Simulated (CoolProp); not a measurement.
A closed Brayton cycle with carbon dioxide: compressor inlet 333.15 K and 8.6 MPa, high pressure 19.6 MPa, turbine inlet 880 K, compressor efficiency 0.85, turbine efficiency 0.85, recuperator effectiveness 0 (on enthalpy, no pinch check). Each further row changes one setting.

Model: reference Helmholtz-energy equation of state, Span 1996, in CoolProp.

```
case                           thermal efficiency (%)  net work (kJ/kg)  compressor to turbine work  compressor exit (K)  turbine exit (K)
-----------------------------  ----------------------  ----------------  --------------------------  -------------------  ----------------
as stated                                        10.9              66.8                        0.40                404.7             782.4
turbine inlet 830 K                              10.9              59.9                        0.42                404.7             735.8
compressor inlet 343.15 K                        10.5              62.1                        0.44                418.8             782.4
high pressure 16.7 MPa                            9.0              56.0                        0.38                390.4             800.9
recuperator effectiveness 0.5                    17.0              66.8                        0.40                404.7             782.4
```
